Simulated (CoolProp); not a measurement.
A single-stage vapour-compression cycle with R142b: evaporating at 228.15 K (dew point), condensing at 285.15 K (bubble point), superheat 0 K, subcooling 2 K, compressor efficiency 0.8, no pressure losses. Each further row changes one setting.

Computed with CoolProp (reference Helmholtz-energy equation of state, Lemmon 2006). It is a short technical equation, of lower accuracy than the large ones.

```json
[
 {"case": "as stated", "cooling COP": "2.63", "pressure ratio": "12.3", "discharge temperature (K)": "317.5", "refrigerating effect (kJ/kg)": "175", "volumetric capacity (kJ/m³)": "170"},
 {"case": "evaporating temperature 233.15 K", "cooling COP": "3.01", "pressure ratio": "?", "discharge temperature (K)": "313.1", "refrigerating effect (kJ/kg)": "179", "volumetric capacity (kJ/m³)": "224"},
 {"case": "condensing temperature 280.15 K", "cooling COP": "2.95", "pressure ratio": "?", "discharge temperature (K)": "311.0", "refrigerating effect (kJ/kg)": "182", "volumetric capacity (kJ/m³)": "176"},
 {"case": "subcooling 7 K", "cooling COP": "2.73", "pressure ratio": "12.3", "discharge temperature (K)": "317.5", "refrigerating effect (kJ/kg)": "182", "volumetric capacity (kJ/m³)": "176"},
 {"case": "superheat 10 K", "cooling COP": "2.63", "pressure ratio": "12.3", "discharge temperature (K)": "328.6", "refrigerating effect (kJ/kg)": "?", "volumetric capacity (kJ/m³)": "169"},
 {"case": "compressor efficiency 0.7", "cooling COP": "2.30", "pressure ratio": "12.3", "discharge temperature (K)": "328.0", "refrigerating effect (kJ/kg)": "175", "volumetric capacity (kJ/m³)": "170"}
]
```

**Question.** Some entries are withheld; supply them.

**Answer.** 
- evaporating temperature 233.15 K, pressure ratio: 9.32
- condensing temperature 280.15 K, pressure ratio: 10.3
- superheat 10 K, refrigerating effect (kJ/kg): 183
